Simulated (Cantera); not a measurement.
Charge: 1 mol SiCl4, 0.057 mol O3, 19 mol H2, held at 1.33 mbar.

These are equilibrium values from Cantera (NASA tables, ideal gas, pure condensed phases), not measurements of a reactor. Candidate condensed phases: H2O, Si, SiO2; 30 gas species. Mutual solubility and eutectic melting of coexisting phases are not modelled. The tables' values for SiCl3, SiCl are old estimates; treat these amounts as uncertain. The tables hold silica as quartz up to 1696 K and as liquid above; real silica turns to tridymite and cristobalite and melts near 1996 K. Gases not in the tables: Si2H6 and higher silanes. Kinetics and transport are ignored.

x: gas mole fraction; n: condensed amount in mol.

| T (K) | x H2 | x HCl | x SiCl4 | x H | x SiCl2 | x Si | n SiO2(β-quartz) | n Si(s) |
|---|---|---|---|---|---|---|---|---|
| 900 | 0.932 | 0.0230 | 0.0400 | 3.09e-9 | 0.000352 | <1e-12 | 0.0855 | 0 |
| 1000 | 0.913 | 0.0452 | 0.0312 | 5.94e-8 | 0.00380 | <1e-12 | 0.0855 | 0.0705 |
| 1100 | 0.881 | 0.0809 | 0.0158 | 6.65e-7 | 0.0151 | 1.77e-11 | 0.0853 | 0.140 |
| 1200 | 0.857 | 0.104 | ___ | ___ | ___ | ___ | 0.0813 | ___ |
| 1300 | 0.847 | 0.108 | 0.000496 | 2.79e-5 | 0.0369 | 3.25e-8 | 0.0253 | 0.0257 |
| 1400 | 0.843 | 0.110 | 7.63e-5 | 0.000122 | 0.0382 | 5.61e-7 | 0 | 0 |
| 1500 | 0.842 | 0.110 | ___ | ___ | 0.0387 | ___ | 0 | 0 |
| 1600 | 0.841 | 0.110 | 3.43e-6 | 0.00137 | 0.0387 | 5.67e-5 | 0 | 0 |
| 1700 | 0.838 | 0.111 | 9.55e-7 | 0.00369 | 0.0383 | 0.000370 | 0 | 0 |
| 1800 | 0.830 | 0.113 | 3.07e-7 | 0.00893 | 0.0362 | 0.00180 | 0 | 0 |
| 1900 | 0.811 | 0.120 | 1.10e-7 | 0.0196 | 0.0307 | 0.00600 | 0 | 0 |
| 2000 | 0.779 | 0.131 | 3.89e-8 | 0.0393 | 0.0217 | 0.0134 | 0 | 0 |

Complete the blanks.


- 1200, x SiCl4: 0.00360
- 1200, x H: 5.00e-6
- 1200, x SiCl2: 0.0300
- 1200, x Si: 1.04e-9
- 1200, n Si(s): 0.119
- 1500, x SiCl4: 1.46e-5
- 1500, x H: 0.000442
- 1500, x Si: 6.60e-6
